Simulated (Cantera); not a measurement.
Feed: 1 mol B, 5.4 mol NH₃, equilibrated at 2073 K.

Equilibrium computed with Cantera from the NASA thermochemical tables; the gas is ideal and each condensed phase is pure. Candidate condensed phases: B, BN; 15 gas species. Equilibrium is a limit: real reactors are often held back by kinetics, nucleation or transport.

Q: What share of the B ends up in condensed phases as a function of P (Pa), at 10, 63, 400, 2500, 16000, 100000?

A: 
| P (Pa) | B condensed (%) | as |
|---|---|---|
| 10 | 94.2 | B(s) |
| 63 | 98.7 | B(s) |
| 400 | 99.6 | BN(s) |
| 2500 | 99.9 | BN(s) |
| 16000 | 99.9 | BN(s) |
| 100000 | 100.0 | BN(s) |
